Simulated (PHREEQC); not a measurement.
Make-up at 57 °C: 0.22 mol/kgw HNO3 and 5e-06 mol/kgw NaHCO3. Closed to the air; pH follows from the charge balance.

All values are PHREEQC results (ion-association model, phreeqc.dat), not measurements.

No solid was allowed to form.

Task: Predict the pH, activity of water, density.

Result: pH 0.76; activity of water 0.993; density 0.991 g/cm³.

Species that the database lacks are ignored. Constants without temperature data keep their 25 °C values here.
